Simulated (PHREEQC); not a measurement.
0.018 g of hydrous ferric oxide (600 m²/g; 0.2 weak and 0.005 strong sites per Fe, Dzombak-Morel constants, diffuse double layer) in 1 kg of water with 0.1 mol/kgw of an inert sodium salt and 0.0015 mmol/kgw BaCl2, at 25 °C; the pH is set by adding NaOH or the inert anion's acid. O2 is buffered at 0.21 atm. CO2 from the air is kept out. Nothing may precipitate in this run.

The numbers come from PHREEQC with the ion-association model, wateq4f.dat.

```csv
pH,Ba sorbed (%),surface charge σ (C/m²),surface potential ψ (mV)
3,0.0,0.363,153
3.38,0.0,0.354,152
3.75,0.0,0.338,149
4.12,0.0,0.311,145
4.5,0.0,0.272,138
4.88,0.0,0.229,129
5.25,0.0,0.186,119
5.62,0.0,0.146,107
6,0.0,0.111,93
6.38,0.0,0.082,79
6.75,0.1,0.058,63
7.12,0.2,0.039,47
7.5,0.8,0.022,29
7.88,3.2,0.008,11
8.25,10.3,-0.004,-6
8.62,24.4,-0.017,-23
9,41.5,-0.032,-40
```

The oxide is taken as insoluble; below pH 4 it would dissolve.
